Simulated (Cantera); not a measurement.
Mixture: CH4 : C2H6 : O2 : N2 : CO2 = 1 : 0.037 : 1.42 : 5.34 : 1.8 (molar parts), equivalence ratio 1.5, at 21.7 atm, adiabatic and at constant pressure. Ignition delay is the time to a rise of 400 K.

Model: GRI-Mech 3.0 (53 species, 325 reactions), integrated in Cantera. The pressure lies above the range GRI-Mech 3.0 was tuned for (to about 10 atm).

Task: Predict: delay at 1000 K; delay at 1075 K; delay at 1150 K; delay at 1225 K; delay at 1300 K; delay at 1375 K; apparent activation energy between 1225 and 1375 K.

Result: 
| Quantity | Result |
|---|---|
| delay at 1000 K | 16.3 ms |
| delay at 1075 K | 5.24 ms |
| delay at 1150 K | 2.14 ms |
| delay at 1225 K | 0.999 ms |
| delay at 1300 K | 0.499 ms |
| delay at 1375 K | 0.257 ms |
| apparent activation energy between 1225 and 1375 K | 130 kJ/mol |
